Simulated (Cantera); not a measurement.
Mixture: CO : H2 : O2 : N2 = 1 : 0.55 : 0.596 : 2.24 (molar parts), equivalence ratio 1.3, at 10.0 bar, adiabatic and at constant volume. Ignition delay is the time to a rise of 400 K.

Model: GRI-Mech 3.0 (53 species, 325 reactions), integrated in Cantera. The hydrogen kinetics of GRI-Mech 3.0 are dated; newer H2 mechanisms differ, most at raised pressure. Where the delays flatten at high temperature, the 400 K rule measures the pace of heat release, not the induction time.

Q: What does this change do: N2 2.24 to 1.7 parts?

A: 
```tsv
quantity	before	after
delay at 1175 K	43.2 µs	38.1 µs
delay at 1325 K	4.81 µs	4.19 µs
delay at 1475 K	2.14 µs	1.84 µs
delay at 1625 K	1.34 µs	1.14 µs
delay at 1775 K	0.987 µs	0.830 µs
```

Q: What does this change do: pressure from 10.0 bar to 0.790 bar?

A: 
```tsv
quantity	before	after
delay at 1175 K	43.2 µs	85.1 µs
delay at 1325 K	4.81 µs	46.9 µs
delay at 1475 K	2.14 µs	33.5 µs
delay at 1625 K	1.34 µs	29.2 µs
delay at 1775 K	0.987 µs	30.3 µs
```
